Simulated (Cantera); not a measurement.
**Stirred combustor or abatement burner**

A perfectly stirred reactor is fed with CH4 : CO : O2 : N2 : H2O = 1 : 0.15 : 1.73 : 6.5 : 1.7 (molar parts), equivalence ratio 1.2, at 1.00 bar; it is adiabatic with a 373 K inlet, and is followed from long to short residence time, starting on the burning branch (τ in s: 0.029, 0.017, 0.01, 0.0061, 0.0036, 0.0021, 0.0013, 0.00076, 0.00045, 0.00027, 0.00016, 9.5e-05, 5.6e-05).

Computed with Cantera and GRI-Mech 3.0 (53 species, 325 reactions).

| τ (s) | T (K) | x CH4 | x CO | x O2 | x NO2 | x C2H6 |
|---|---|---|---|---|---|---|
| 0.029 | 1909 | 5.52e-5 | 0.0311 | 0.000490 | 2.37e-9 | 7.02e-9 |
| 0.017 | 1902 | 6.71e-5 | 0.0313 | 0.000700 | 2.78e-9 | 1.01e-8 |
| 0.010 | 1894 | 8.45e-5 | 0.0315 | 0.000995 | 3.17e-9 | 1.48e-8 |
| 0.0061 | 1885 | 0.000108 | 0.0319 | 0.00137 | 3.48e-9 | 2.22e-8 |
| 0.0036 | 1872 | 0.000147 | 0.0324 | 0.00193 | 3.71e-9 | 3.63e-8 |
| 0.0021 | 1857 | 0.000211 | 0.0331 | 0.00271 | 3.80e-9 | 6.57e-8 |
| 0.0013 | 1840 | 0.000305 | 0.0342 | 0.00370 | 3.75e-9 | 1.24e-7 |
| 0.00076 | 1816 | 0.000495 | 0.0361 | 0.00535 | 3.56e-9 | 3.02e-7 |
| 0.00045 | 1781 | 0.000936 | 0.0397 | 0.00838 | 3.24e-9 | 1.10e-6 |
| 0.00027 | 373 | 0.0903 | 0.0135 | 0.156 | <1e-12 | <1e-12 |
| 0.00016 | 373 | 0.0903 | 0.0135 | 0.156 | <1e-12 | <1e-12 |
| 9.5e-5 | 373 | 0.0903 | 0.0135 | 0.156 | <1e-12 | <1e-12 |
| 5.6e-5 | 373 | 0.0903 | 0.0135 | 0.156 | <1e-12 | <1e-12 |
x: mole fraction; the columns are a selection and need not sum to one.
